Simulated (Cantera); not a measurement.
An adiabatic, constant-pressure homogeneous reactor starts with 13.6 % CH4, 18.1 % O2, 68.3 % N2, equivalence ratio 1.5, at 1350 K and 24.0 bar.

Detailed kinetics in Cantera: GRI-Mech 3.0 (53 species, 325 reactions). The pressure lies above the range GRI-Mech 3.0 was tuned for (to about 10 atm).

**Question.** Predict: time of steepest temperature rise; temperature at 0.200 s; equilibrium temperature; x(O2) at 0.200 s; x(OH) at 0.200 s; x(N2O) at 0.200 s; x(NO) at 0.200 s.

**Answer.** 
```json
{
  "time_of_steepest_temperature_rise": "0.421 ms",
  "temperature at 0.200 s": "2725 K",
  "equilibrium_temperature": "2725 K",
  "x(O2) at 0.200 s": "5.93e-5 (gas-phase equilibrium 5.93e-5)",
  "x(OH) at 0.200 s": "0.00212 (gas-phase equilibrium 0.00212)",
  "x(N2O) at 0.200 s": "1.20e-7 (gas-phase equilibrium 1.20e-7)",
  "x(NO) at 0.200 s": "0.000495 (gas-phase equilibrium 0.000495)"
}
```
